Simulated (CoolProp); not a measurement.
Values from CoolProp's reference Helmholtz-energy equation of state, Lemmon 2006. It is a short technical equation, of lower accuracy than the large ones.

### Question
For CH3F (R41), give the phase and the density (kg/m³), cv (kJ/(kg K)), speed of sound (m/s), Joule-Thomson coefficient (K/MPa) at 16.45 °C and 3.78 MPa.

### Answer
- 16.45 °C and 3.78 MPa: liquid; density 622, cv 1.23, speed of sound 500, Joule-Thomson coefficient 0.670
